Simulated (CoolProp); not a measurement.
Model: reference Helmholtz-energy equation of state, Bücker 2006, in CoolProp.

Question: For isobutane, give the phase and the density (kg/m³), isothermal compressibility (1/MPa), expansivity (1/kK), fugacity coefficient at 301.85 °C and 1.4 MPa; 301.85 °C and 2.79 MPa; 301.85 °C and 5.58 MPa.

Answer: 
- 301.85 °C and 1.4 MPa: gas; density 17.7, isothermal compressibility 0.743, expansivity 2.02, fugacity coefficient 0.961
- 301.85 °C and 2.79 MPa: gas; density 36.8, isothermal compressibility 0.388, expansivity 2.35, fugacity coefficient 0.924
- 301.85 °C and 5.58 MPa: supercritical; density 79.7, isothermal compressibility 0.206, expansivity 3.13, fugacity coefficient 0.856
